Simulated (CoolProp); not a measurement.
Vapour-liquid equilibrium of R1234yf (1) + R227EA (2) at 0.657 bar; x and y are mole fractions of (1).

Computed with CoolProp (multi-fluid Helmholtz-energy mixture model, Lemmon 2022 and Lemmon 2016; pair parameters Bell 2016).

```csv
x,bubble temperature (°C),y at the bubble point,dew temperature at overall composition x (°C),liquid density (mol/L)
0.05,-26.8,0.087,-26.4,9.366
0.15,-28.5,0.242,-27.5,9.551
0.25,-30.0,0.376,-28.5,9.739
0.35,-31.4,0.493,-29.7,9.932
0.45,-32.7,0.597,-30.8,10.13
0.55,-33.9,0.689,-32.1,10.33
0.65,-35.1,0.771,-33.4,10.54
0.75,-36.3,0.845,-34.8,10.75
0.85,-37.3,0.912,-36.3,10.97
0.95,-38.4,0.972,-38.0,11.19
```

No azeotrope shows between x = 0.05 and 0.95.

The pair parameters rest on a limited set of measurements; away from them the model extrapolates.
